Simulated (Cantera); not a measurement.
Feed: 1 mol C3H8, 0.43 mol H2O, 21 mol H2, at 190 Pa.

Equilibrium computed with Cantera from the NASA thermochemical tables; the gas is ideal and each condensed phase is pure. Candidate condensed phases: C, C6H6, C7H8, C8H18, H2O; 110 gas species. Rates play no part.

log p: log10 of the partial pressure in bar; n: condensed amount in mol.

```
T (°C)  log p H2  log p H  log p CO  log p C2H2 (acetylene)  log p C3  log p C2H  n C(graphite)
------  --------  -------  --------  ----------------------  --------  ---------  -------------
1675       -2.74    -4.32     -4.51                   -6.01    -11.13      -9.39           2.54
1725       -2.74    -4.17     -4.51                   -5.87    -10.58      -9.02           2.53
1775       -2.75    -4.03     -4.51                   -5.73    -10.06      -8.66           2.52
1825       -2.76    -3.89     -4.52                   -5.61     -9.56      -8.33           2.50
1875       -2.77    -3.77     -4.52                   -5.49     -9.09      -8.01           2.48
1925       -2.79      ___     -4.53                     ___       ___        ___           2.45
1975       -2.80    -3.54     -4.54                   -5.28     -8.20      -7.42           2.41
2025       -2.83    -3.43     -4.54                   -5.19     -7.79      -7.15           2.37
2075       -2.85    -3.34     -4.56                   -5.12     -7.40      -6.89           2.33
2125       -2.89    -3.25     -4.57                   -5.05     -7.02      -6.65           2.27
2175       -2.93      ___     -4.59                   -4.99       ___        ___           2.20
2225       -2.98    -3.09     -4.60                   -4.95     -6.32      -6.21           2.12
2275       -3.04    -3.03     -4.62                   -4.91     -5.99      -6.01           2.02
2325       -3.10    -2.97     -4.65                   -4.90     -5.67      -5.82           1.88
```

Question: What belongs in the gaps?

Answer: 
- 2175, log p H: -3.17
- 2175, log p C3: -6.66
- 2175, log p C2H: -6.42
- 1925, log p H: -3.65
- 1925, log p C2H2 (acetylene): -5.38
- 1925, log p C3: -8.63
- 1925, log p C2H: -7.71
